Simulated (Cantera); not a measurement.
An isothermal, constant-pressure homogeneous reactor starts with NO : N₂ = 1 : 4.5 (molar parts), at 1625 K and 300 Torr. Integrator tolerance rtol = 1e-08.

Computed with Cantera and GRI-Mech 3.0 (53 species, 325 reactions).

```json
[
 {"quantity": "x(NO) at 20.0 s", "before": "0.162 (gas-phase equilibrium 0.00152)", "after": "0.0385 (gas-phase equilibrium 0.00372)"},
 {"quantity": "x(NO₂) at 20.0 s", "before": "8.80e-5 (gas-phase equilibrium 2.37e-6)", "after": "3.07e-5 (gas-phase equilibrium 3.30e-6)"},
 {"quantity": "x(N₂O) at 20.0 s", "before": "9.40e-6 (gas-phase equilibrium 6.13e-8)", "after": "7.21e-7 (gas-phase equilibrium 1.44e-7)"},
 {"quantity": "x(O) at 20.0 s", "before": "3.35e-6 (gas-phase equilibrium 9.30e-6)", "after": "0.000103 (gas-phase equilibrium 0.000114)"},
 {"quantity": "x(O₂) at 20.0 s", "before": "0.0100 (gas-phase equilibrium 0.0901)", "after": "0.0716 (gas-phase equilibrium 0.0890)"},
 {"quantity": "x(N₂) at 20.0 s", "before": "0.828 (gas-phase equilibrium 0.908)", "after": "0.890 (gas-phase equilibrium 0.907)"}
]
```

Task: Which change was made?
A) pressure from 300 Torr to 760 Torr
B) temperature 1625 to 2150 K
C) pressure from 300 Torr to 750 Torr
D) temperature 1625 to 1875 K

Result: D, temperature 1625 to 1875 K
